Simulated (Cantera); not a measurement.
An isothermal, constant-pressure homogeneous reactor starts with 9.52 % C2H6, 90.5 % N2, at 1825 K and 1.00 bar.

Cantera simulation using GRI-Mech 3.0 (53 species, 325 reactions); the numbers are that mechanism's predictions, not measurements. GRI-Mech 3.0 stops at C3 and has no aromatics, soot or wall deposition, so with more carbon than oxygen in the feed, carbon stays in small species such as C2H2 where larger ones or solid carbon would form.

One state of this run: x C2H6 = 8.64e-7; x C2H2 = 0.0778; x H = 0.000169; x CH4 = 0.00460; x CH3 = 0.000101; x H2 = 0.153; x C2H4 = 0.000244. x: mole fraction; the columns are a selection and need not sum to one.

**Question.** Which value of t (s) does it belong to?
A) 0.000500
B) 0.0317
C) 2.00
D) 0.0159

**Answer.** B, 0.0317
